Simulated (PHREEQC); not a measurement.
Consider water at 20 °C with 0.0091 mol/kgw HBr, 5.8e-05 mol/kgw NaCl and 0.007 mol/kgw MnSO4. Closed to the air; pH follows from the charge balance.

The numbers come from PHREEQC with the ion-association model, phreeqc.dat.

This is a speciation only: nothing precipitates in the calculation.

### Question
Predict the pH.

### Answer
pH 2.18.

### Question
In which forms is Cl present?

### Answer
Cl- 99 %, MnCl+ 1.3 % of the Cl.
